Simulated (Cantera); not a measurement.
Thermodynamics of silicon carbide growth, feed SiCl4 + C2H4 + H2

Feed: 1 mol SiCl4, 0.11 mol C2H4, 81 mol H2, held at 0.0100 bar.

Equilibrium computed with Cantera from the NASA thermochemical tables; the gas is ideal and each condensed phase is pure. Candidate condensed phases: C, C6H6, C7H8, C8H18, Si, SiC; 109 gas species. Mutual solubility and eutectic melting of coexisting phases are not modelled. The tables' values for SiCl, SiCl3 are old estimates; treat these amounts as uncertain. Gases not in the tables: Si2H6 and higher silanes. The numbers say what is thermodynamically allowed, not how fast it happens.

| T (°C) | log p H2 | log p HCl | log p H | log p Si | log p SiCl2 | log p Cl | log p SiCl | n Si(l) | n SiC(s) |
|---|---|---|---|---|---|---|---|---|---|
| 1475 | -2.02 | -3.42 | -4.65 | -5.84 | -4.30 | -6.17 | -6.17 | 0.341 | 0.220 |
| 1525 | -2.02 | -3.42 | -4.46 | -5.51 | -4.32 | -5.98 | -5.98 | 0.342 | 0.220 |
| 1575 | -2.02 | -3.41 | -4.29 | -5.20 | -4.34 | -5.80 | -5.79 | 0.326 | 0.219 |
| 1625 | -2.02 | -3.41 | -4.12 | -4.91 | -4.37 | -5.63 | -5.61 | 0.280 | 0.218 |
| 1675 | -2.03 | -3.41 | -3.96 | -4.63 | -4.39 | -5.47 | -5.45 | 0.183 | 0.216 |
| 1725 | -2.03 | -3.41 | -3.81 | -4.37 | -4.41 | -5.32 | -5.29 | 0.00248 | 0.210 |
| 1775 | -2.03 | -3.39 | -3.67 | -4.28 | -4.56 | -5.16 | -5.28 | 0 | 0.203 |
log p: log10 of the partial pressure in bar; n: condensed amount in mol.

From 1475 °C to 1725 °C the condensed part is Si(l) + SiC(s). At 1775 °C the condensed part is SiC(s). The main Si-bearing gas is SiCl2 at 1475 °C and Si at 1775 °C. The share of Si in condensed phases is highest at 1525 °C (56.2 %) and lowest at 1775 °C (20.3 %).
